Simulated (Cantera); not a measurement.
An adiabatic, constant-pressure homogeneous reactor starts with 13.4 % CH4, 3.76 % C2H6, 17.4 % O2, 65.4 % N2, equivalence ratio 2.3, at 1323 K and 21.0 bar.

Model: GRI-Mech 3.0 (53 species, 325 reactions), integrated in Cantera. The pressure lies above the range GRI-Mech 3.0 was tuned for (to about 10 atm).

Q: Predict: time of steepest temperature rise; temperature at 0.100 s; equilibrium temperature; x(CH4) at 0.100 s; x(O2) at 0.100 s; x(NO) at 0.100 s.

A: 
```json
{
  "time_of_steepest_temperature_rise": "85.8 µs",
  "temperature at 0.100 s": "2257 K",
  "equilibrium_temperature": "2257 K",
  "x(CH4) at 0.100 s": "6.04e-8 (gas-phase equilibrium 6.72e-8)",
  "x(O2) at 0.100 s": "2.86e-8 (gas-phase equilibrium 2.86e-8)",
  "x(NO) at 0.100 s": "4.70e-6 (gas-phase equilibrium 4.34e-6)"
}
```
